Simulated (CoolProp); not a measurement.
Carbon monoxide along the isotherm -199.95 °C: Z from the reference equation and from simpler models built on Tc = -140.3 °C, pc = 34.98 bar, ω = 0.050; each cubic takes its own stable root.

The numbers come from the reference Helmholtz-energy equation of state, Lemmon 2006 in CoolProp. It is a short technical equation, of lower accuracy than the large ones.

```json
[
 {"p (bar)": "43.7", "phase": "liquid", "reference": "___", "van der Waals": "0.3490", "Peng-Robinson": "0.2132"},
 {"p (bar)": "87.5", "phase": "liquid", "reference": "0.4767", "van der Waals": "0.6870", "Peng-Robinson": "___"},
 {"p (bar)": "131", "phase": "liquid", "reference": "0.7078", "van der Waals": "1.015", "Peng-Robinson": "0.6288"},
 {"p (bar)": "175", "phase": "liquid", "reference": "0.9383", "van der Waals": "1.340", "Peng-Robinson": "___"}
]
```

Problem. What belongs in the gaps?

Solution. 
- 43.7, reference: 0.2402
- 87.5, Peng-Robinson: 0.4232
- 175, Peng-Robinson: 0.8342
